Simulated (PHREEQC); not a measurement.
Consider water at 90 °C with 0.0019 mol/kgw HCl, 0.004 mol/kgw CuSO4 and 0.0037 mol/kgw Na2SO4. Closed to the air; pH follows from the charge balance.

Computed with PHREEQC (ion-association model, phreeqc.dat).

```tsv
quantity	before	after
pH	3.18	2.97
ionic strength (mol/kgw)	0.0214	0.0226
SO4-2 (mol/kgw)	0.00522	0.00570
Cl- (mol/kgw)	0.00180	0.00187
HSO4- (mol/kgw)	0.00114	0.000688
```

Task: Name the change that produced these shifts.
(A) 0.00035 mol/kgw HF added
(B) temperature from 90 to 50 °C
(C) Na2SO4 left out
(D) CuSO4 left out
(E) diluted 2-fold with water

Result: B, temperature from 90 to 50 °C

This is a speciation only: nothing precipitates in the calculation. Away from 25 °C the constants follow the database's enthalpies or fits; those with neither stay at their 25 °C values.
